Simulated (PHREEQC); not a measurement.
4.6 g of hydrous ferric oxide (600 m²/g; 0.2 weak and 0.005 strong sites per Fe, Dzombak-Morel constants, diffuse double layer) in 1 kg of water with 0.01 mol/kgw of an inert sodium salt and 0.00035 mol/kgw Na2SO4, at 25 °C; the pH is set by adding NaOH or the inert anion's acid. Oxygen is held at 0.21 atm. No CO2 enters from the air. Nothing may precipitate in this run.

The series has 13 steps of pH, from 3 to 11.

The numbers come from PHREEQC with the ion-association model, wateq4f.dat.

Problem. Near which pH is half of the S sorbed, and on which side is more sorbed?

Solution. Near pH 7.3, with more sorbed at lower pH.

The oxide is taken as insoluble; below pH 4 it would dissolve.
